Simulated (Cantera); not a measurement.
Input: 1 mol n-butane, 0.096 mol O2, 18 mol H2, at 0.225 Torr.

Equilibrium computed with Cantera from the NASA thermochemical tables; the gas is ideal and each condensed phase is pure. Candidate condensed phases: C, C6H6, C7H8, C8H18, H2O; 110 gas species. Rates play no part.

### Question
At 973 K, list the 3 most abundant gas species with their mole fractions, and the condensed phases.

### Answer
H2 0.992, CO 0.00828, CH4 3.79e-5. Condensed: C(graphite).
